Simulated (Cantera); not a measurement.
## Stirred combustor or abatement burner

A perfectly stirred reactor is fed with 4.19 % CH4, 0.963 % C2H6, 19.9 % O2, 75.0 % N2, equivalence ratio 0.59, at 1.01 bar; it is adiabatic with a 650 K inlet, and is followed from long to short residence time, starting on the burning branch (τ in s: 0.066, 0.02, 0.0061, 0.0019, 0.00056, 0.00017, 5.2e-05, 1.6e-05, 4.8e-06).

Cantera simulation using GRI-Mech 3.0 (53 species, 325 reactions); the numbers are that mechanism's predictions, not measurements.

```
τ (s)    T (K)     x CH4   x C2H6    x O2     x C2H    x NO2   x CH2O
-------  -----  --------  -------  ------  --------  -------  -------
0.066     1922   5.88e-6  2.76e-7  0.0807  9.06e-10  8.50e-8  8.86e-7
0.020     1911   1.29e-5  6.75e-7  0.0808   1.90e-9  5.00e-8  2.07e-6
0.0061    1890   2.78e-5  1.56e-6  0.0810   3.22e-9  2.72e-8  4.75e-6
0.0019    1853   6.15e-5  3.57e-6  0.0818   4.28e-9  1.42e-8  1.09e-5
0.00056   1790  0.000158  9.21e-6  0.0838   4.69e-9  7.52e-9  2.72e-5
0.00017   1690  0.000527  3.02e-5  0.0893   5.02e-9  3.74e-9  8.01e-5
5.2e-5     650    0.0419  0.00963   0.199    <1e-12   <1e-12   <1e-12
1.6e-5     650    0.0419  0.00963   0.199    <1e-12   <1e-12   <1e-12
4.8e-6     650    0.0419  0.00963   0.199    <1e-12   <1e-12   <1e-12
```
x: mole fraction; the columns are a selection and need not sum to one.
